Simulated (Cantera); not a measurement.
Input: 1 mol SiH4, 39 mol N2, 70 mol H2, 0.37 mol NH3, at 53000 Pa.

Method: chemical equilibrium by Gibbs-energy minimisation in Cantera with the NASA 1993 tables (ideal gas, pure condensed phases). Candidate condensed phases: Si, Si3N4; 18 gas species. The tables' values for SiN are old estimates; treat these amounts as uncertain. Gases not in the tables: Si2H6 and higher silanes. Rates play no part.

x: gas mole fraction; n: condensed amount in mol.

```tsv
T (°C)	x H2	x N2	x H	x NH3	x Si	x SiH2	n Si3N4(s)	n Si(l)
452	0.652	0.347	<1e-12	0.00113	<1e-12	<1e-12	0.333	0
602	0.653	0.347	?	?	<1e-12	<1e-12	0.333	0
752	0.653	0.347	4.84e-9	8.16e-5	<1e-12	<1e-12	0.333	0
902	0.653	0.347	1.36e-7	3.55e-5	<1e-12	<1e-12	0.333	0
1052	0.653	0.347	?	?	<1e-12	?	0.333	0
1202	0.653	0.347	1.44e-5	1.10e-5	3.15e-11	2.05e-9	0.333	0
1352	0.653	0.347	7.83e-5	7.21e-6	5.64e-9	7.93e-8	0.333	0
1502	0.653	0.347	0.000321	5.07e-6	4.15e-7	1.64e-6	0.333	0
1652	0.652	0.347	0.00106	3.76e-6	1.54e-5	2.09e-5	0.332	0
1802	0.647	0.350	0.00294	2.90e-6	0.000192	0.000104	0	0.952
```

Question: Complete the blanks.

Answer: 
- 1052, x H: 1.82e-6
- 1052, x NH3: 1.85e-5
- 1052, x SiH2: 2.28e-11
- 602, x H: 5.57e-11
- 602, x NH3: 0.000246
